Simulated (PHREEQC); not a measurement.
A solution holds 0.28 mol/kgw HF, 0.012 mol/kgw NH4HF2, 0.029 mol/kgw H2SiF6 and 0.00026 mol/kgw H2SO4, at 25 °C. Closed to the air; pH follows from the charge balance.

All values are PHREEQC results (ion-association model, wateq4f.dat), not measurements.

```
Property                    Value
-----------------  --------------
pH                           1.37
ionic strength     0.0928 mol/kgw
activity of water           0.994
total alkalinity      -466 meq/kg
```

| species | molality | activity | log γ |
|---|---|---|---|
| HF | 0.160 | 0.164 | 0.009 |
| H2F2 | 0.0682 | 0.0697 | 0.009 |
| H+ | 0.0517 | 0.0429 | -0.082 |
| SiF6-2 | 0.0290 | 0.0112 | -0.414 |
| NH4+ | 0.0120 | 0.00942 | -0.105 |
| F- | 0.00332 | 0.00254 | -0.115 |
| HF2- | 0.00208 | 0.00160 | -0.115 |
| HSO4- | 0.000171 | 0.000134 | -0.107 |
| SO4-2 | 8.40e-5 | 3.21e-5 | -0.418 |
| NH4SO4- | 4.94e-6 | 3.89e-6 | -0.104 |

Precipitation was switched off in this run. wateq4f.dat counts part of the HF as a dimer, H2F2, which phreeqc.dat doesn't know; its constant is uncertain. SiF6-2 is the database's only silicon fluoride.
